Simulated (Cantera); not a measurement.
Cantera run:

```python
import numpy as np
import cantera as ct

gas_names = """
    F F2 H HF H2 H2F2 H3F3 H4F4 H5F5 H6F6 H7F7 N NF NF2 NF3 NH NH2 NH3 N2 N2H2 N2H4 Si SiF SiF2 SiF3
    SiF4 SiH SiHF3 SiH2 SiH2F2 SiH3 SiH3F SiH4 SiN Si2 Si2N Si3
""".split()
cond_names = """
    Si(cr) Si(L) Si3N4(a)
""".split()


# ... load() reads the species with a 1 bar reference pressure and builds the phases ...
atoms = {
    'Si': {'Si': 1},
    'HF': {'H': 1, 'F': 1},
    'N2': {'N': 2},
}
top_T = {'Si3N4(a)': 2400}  # K; cautious upper limits of use, not melting points


# ... equilibrate(T, P, feed) seeds the gas with the atoms and calls Mixture.equilibrate('TP', solver="vcs", rtol=1e-11, max_steps=5000) ...
results = []
P = 1333.22  # Pa
for T in [1050, 1100, 1150, 1200, 1250, 1300, 1350, 1400, 1450, 1500, 1550, 1600, 1650, 1700]:
    for m in [1.4, 1.6, 1.8, 2.1, 2.4, 2.7, 3.1, 3.5, 4, 4.5, 5.1, 5.9, 6.7]:
        feed = {'Si': 1, 'HF': m, 'N2': 7.5}  # mol
        mix = equilibrate(T, P, feed)
        results.append((T, P, feed, dict(zip(mix.species_names, mix.species_moles))))

for T, P, feed, n in results:
    print(f"{T:7g} {feed['HF']:10.4g}  " + (" + ".join(c for c in cond_names if n.get(c, 0) > 1e-12) or "gas only"))
```

Result:

```
   1050        1.4  Si3N4(a)
   1050        1.6  Si3N4(a)
   1050        1.8  Si3N4(a)
   1050        2.1  Si3N4(a)
   1050        2.4  Si3N4(a)
   1050        2.7  Si3N4(a)
   1050        3.1  Si3N4(a)
   1050        3.5  Si3N4(a)
   1050          4  Si3N4(a)
   1050        4.5  gas only
   1050        5.1  gas only
   1050        5.9  gas only
   1050        6.7  gas only
   1100        1.4  Si3N4(a)
   1100        1.6  Si3N4(a)
   1100        1.8  Si3N4(a)
   1100        2.1  Si3N4(a)
   1100        2.4  Si3N4(a)
   1100        2.7  Si3N4(a)
   1100        3.1  Si3N4(a)
   1100        3.5  Si3N4(a)
   1100          4  Si3N4(a)
   1100        4.5  gas only
   1100        5.1  gas only
   1100        5.9  gas only
   1100        6.7  gas only
   1150        1.4  Si3N4(a)
   1150        1.6  Si3N4(a)
   1150        1.8  Si3N4(a)
   1150        2.1  Si3N4(a)
   1150        2.4  Si3N4(a)
   1150        2.7  Si3N4(a)
   1150        3.1  Si3N4(a)
   1150        3.5  Si3N4(a)
   1150          4  Si3N4(a)
   1150        4.5  gas only
   1150        5.1  gas only
   1150        5.9  gas only
   1150        6.7  gas only
   1200        1.4  Si3N4(a)
   1200        1.6  Si3N4(a)
   1200        1.8  Si3N4(a)
   1200        2.1  Si3N4(a)
   1200        2.4  Si3N4(a)
   1200        2.7  Si3N4(a)
   1200        3.1  Si3N4(a)
   1200        3.5  Si3N4(a)
   1200          4  Si3N4(a)
   1200        4.5  gas only
   1200        5.1  gas only
   1200        5.9  gas only
   1200        6.7  gas only
   1250        1.4  Si3N4(a)
   1250        1.6  Si3N4(a)
   1250        1.8  Si3N4(a)
   1250        2.1  Si3N4(a)
   1250        2.4  Si3N4(a)
   1250        2.7  Si3N4(a)
   1250        3.1  Si3N4(a)
   1250        3.5  Si3N4(a)
   1250          4  Si3N4(a)
   1250        4.5  gas only
   1250        5.1  gas only
   1250        5.9  gas only
   1250        6.7  gas only
   1300        1.4  Si3N4(a)
   1300        1.6  Si3N4(a)
   1300        1.8  Si3N4(a)
   1300        2.1  Si3N4(a)
   1300        2.4  Si3N4(a)
   1300        2.7  Si3N4(a)
   1300        3.1  Si3N4(a)
   1300        3.5  Si3N4(a)
   1300          4  Si3N4(a)
   1300        4.5  gas only
   1300        5.1  gas only
   1300        5.9  gas only
   1300        6.7  gas only
   1350        1.4  Si3N4(a)
   1350        1.6  Si3N4(a)
   1350        1.8  Si3N4(a)
   1350        2.1  Si3N4(a)
   1350        2.4  Si3N4(a)
   1350        2.7  Si3N4(a)
   1350        3.1  Si3N4(a)
   1350        3.5  Si3N4(a)
   1350          4  gas only
   1350        4.5  gas only
   1350        5.1  gas only
   1350        5.9  gas only
   1350        6.7  gas only
   1400        1.4  Si3N4(a)
   1400        1.6  Si3N4(a)
   1400        1.8  Si3N4(a)
   1400        2.1  Si3N4(a)
   1400        2.4  Si3N4(a)
   1400        2.7  Si3N4(a)
   1400        3.1  Si3N4(a)
   1400        3.5  Si3N4(a)
   1400          4  gas only
   1400        4.5  gas only
   1400        5.1  gas only
   1400        5.9  gas only
   1400        6.7  gas only
   1450        1.4  Si3N4(a)
   1450        1.6  Si3N4(a)
   1450        1.8  Si3N4(a)
   1450        2.1  Si3N4(a)
   1450        2.4  Si3N4(a)
   1450        2.7  Si3N4(a)
   1450        3.1  Si3N4(a)
   1450        3.5  Si3N4(a)
   1450          4  gas only
   1450        4.5  gas only
   1450        5.1  gas only
   1450        5.9  gas only
   1450        6.7  gas only
   1500        1.4  Si3N4(a)
   1500        1.6  Si3N4(a)
   1500        1.8  Si3N4(a)
   1500        2.1  Si3N4(a)
   1500        2.4  Si3N4(a)
   1500        2.7  Si3N4(a)
   1500        3.1  Si3N4(a)
   1500        3.5  Si3N4(a)
   1500          4  gas only
   1500        4.5  gas only
   1500        5.1  gas only
   1500        5.9  gas only
   1500        6.7  gas only
   1550        1.4  Si3N4(a)
   1550        1.6  Si3N4(a)
   1550        1.8  Si3N4(a)
   1550        2.1  Si3N4(a)
   1550        2.4  Si3N4(a)
   1550        2.7  Si3N4(a)
   1550        3.1  Si3N4(a)
   1550        3.5  Si3N4(a)
   1550          4  gas only
   1550        4.5  gas only
   1550        5.1  gas only
   1550        5.9  gas only
   1550        6.7  gas only
   1600        1.4  Si3N4(a)
   1600        1.6  Si3N4(a)
   1600        1.8  Si3N4(a)
   1600        2.1  Si3N4(a)
   1600        2.4  Si3N4(a)
   1600        2.7  Si3N4(a)
   1600        3.1  Si3N4(a)
   1600        3.5  Si3N4(a)
   1600          4  gas only
   1600        4.5  gas only
   1600        5.1  gas only
   1600        5.9  gas only
   1600        6.7  gas only
   1650        1.4  Si3N4(a)
   1650        1.6  Si3N4(a)
   1650        1.8  Si3N4(a)
   1650        2.1  Si3N4(a)
   1650        2.4  Si3N4(a)
   1650        2.7  Si3N4(a)
   1650        3.1  Si3N4(a)
   1650        3.5  gas only
   1650          4  gas only
   1650        4.5  gas only
   1650        5.1  gas only
   1650        5.9  gas only
   1650        6.7  gas only
   1700        1.4  Si3N4(a)
   1700        1.6  Si3N4(a)
   1700        1.8  Si3N4(a)
   1700        2.1  Si3N4(a)
   1700        2.4  Si3N4(a)
   1700        2.7  Si3N4(a)
   1700        3.1  Si3N4(a)
   1700        3.5  gas only
   1700          4  gas only
   1700        4.5  gas only
   1700        5.1  gas only
   1700        5.9  gas only
   1700        6.7  gas only
```

These are equilibrium values from Cantera (NASA tables, ideal gas, pure condensed phases), not measurements of a reactor. N2 is the only nitrogen source here; it is nearly inert below about 1500 K, so the nitride shown seldom forms there in practice. The tables' values for SiF2, SiF3 are old estimates.
